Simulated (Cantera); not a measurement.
## Fluorocarbon and chlorocarbon gases: CHF3 + H2

A closed system holds: 1 mol CHF3, a varied amount of H2, equilibrated at 2100 °C and 87.0 Pa.

These are equilibrium values from Cantera (NASA tables, ideal gas, pure condensed phases), not measurements of a reactor. Candidate condensed phases: C, C6H6, C7H8, C8H18; 95 gas species. Kinetics and transport are ignored.

From 1.6 mol H2 to 17 mol H2 the condensed part is C(graphite). The main C-bearing gas is C2H2 (acetylene) throughout. The share of C in condensed phases is highest at 1.6 mol H2 (99.4 %) and lowest at 17 mol H2 (84.0 %).

```csv
n(H2) (mol),x HF,x H2,x H,x C2H2 (acetylene),x F,n C(graphite)
1.6,0.773,0.0859,0.139,0.000529,0.00184,0.994
2.2,0.644,0.162,0.191,0.000999,0.00112,0.989
2.9,0.542,0.229,0.227,0.00141,0.000790,0.982
3.9,0.442,0.297,0.258,0.00183,0.000566,0.972
5.3,0.352,0.361,0.284,0.00222,0.000409,0.958
7.1,0.279,0.413,0.304,0.00254,0.000303,0.940
9.6,0.217,0.459,0.321,0.00282,0.000224,0.915
13,0.166,0.496,0.334,0.00305,0.000165,0.881
17,0.131,0.523,0.343,0.00322,0.000126,0.840
```
x: gas mole fraction; n: condensed amount in mol.
